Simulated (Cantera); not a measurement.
Premixed flame

A freely propagating, adiabatic, planar premixed flame of 5.95 % C2H6, 14.9 % O2, 71.4 % N2, 7.74 % H2O, equivalence ratio 1.4, unburnt at 400 K and 5.92 atm; mixture-averaged transport, grid criteria slope 0.08 and curve 0.16, no radiation.

Model: GRI-Mech 3.0 (53 species, 325 reactions), integrated in Cantera. Burning velocities carry a grid error of a few per cent, more on coarse grids.

| z (mm) | T (K) | u (m/s) | x C2H6 | x O2 | x H2O | x HCO | x NO | x N2O |
|---|---|---|---|---|---|---|---|---|
| -0.915 | 401 | 0.0895 | 0.0594 | 0.148 | 0.0773 | <1e-8 | <1e-8 | <1e-8 |
| -0.610 | 408 | 0.0915 | 0.0590 | 0.147 | 0.0779 | <1e-8 | <1e-8 | <1e-8 |
| -0.458 | 431 | 0.0973 | 0.0584 | 0.145 | 0.0805 | <1e-8 | <1e-8 | <1e-8 |
| -0.305 | 543 | 0.124 | 0.0551 | 0.134 | 0.0925 | <1e-8 | <1e-8 | <1e-8 |
| -0.153 | 915 | 0.214 | 0.0381 | 0.0957 | 0.129 | <1e-8 | 1.12e-8 | 2.00e-8 |
| -0.0763 | 1228 | 0.293 | 0.0177 | 0.0601 | 0.158 | 2.66e-7 | 8.52e-8 | 4.05e-8 |
| 0 | 1536 | 0.372 | 0.00148 | 0.0245 | 0.184 | 2.47e-6 | 2.26e-7 | 6.29e-8 |
| 0.0763 | 1682 | 0.408 | 7.48e-5 | 0.00914 | 0.194 | 5.74e-7 | 3.52e-7 | 5.29e-8 |
| 0.153 | 1736 | 0.421 | 2.54e-5 | 0.00419 | 0.196 | 1.76e-7 | 4.24e-7 | 3.37e-8 |
| 0.305 | 1769 | 0.428 | 8.07e-6 | 0.00141 | 0.196 | 4.35e-8 | 4.62e-7 | 1.31e-8 |
| 0.610 | 1784 | 0.431 | 2.18e-6 | 0.000363 | 0.194 | 1.30e-8 | 4.62e-7 | <1e-8 |
| 1.22 | 1789 | 0.432 | 9.59e-7 | 6.41e-5 | 0.192 | <1e-8 | 4.45e-7 | <1e-8 |
| 2.44 | 1790 | 0.433 | 6.53e-7 | 4.89e-6 | 0.189 | <1e-8 | 4.16e-7 | <1e-8 |
x: mole fraction of selected species; z is measured from the peak of heat release.

```json
{
  "laminar_burning_velocity": "8.91 cm/s",
  "thermal_thickness": "0.305 mm",
  "peak x(HCO)": "2.63e-6",
  "grid_points": "125"
}
```
